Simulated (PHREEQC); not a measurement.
Dissolve 0.0013 mol/kgw H3BO3 and 0.00086 mol/kgw NaOH at 80 °C. Closed to the air; pH follows from the charge balance.

The numbers come from PHREEQC with the ion-association model, wateq4f.dat.

```
quantity                    before     after
------------------------  --------  --------
pH                            8.88      8.77
ionic strength (mol/kgw)  0.000860  0.000860
H2BO3- (mol/kgw)          0.000668  0.000631
H3BO3 (mol/kgw)           0.000632  0.000669
```

**Question.** Which change was made?
A. temperature from 80 to 5 °C
B. temperature from 80 to 75 °C
C. H3BO3 from 0.0013 to 0.0026 mol/kgw
D. 2.4e-05 mol/kgw CaCl2 added
E. temperature from 80 to 90 °C

**Answer.** E, temperature from 80 to 90 °C

No solid was allowed to form. At this temperature some constants are extrapolated from 25 °C, and those without enthalpy data are left unchanged.
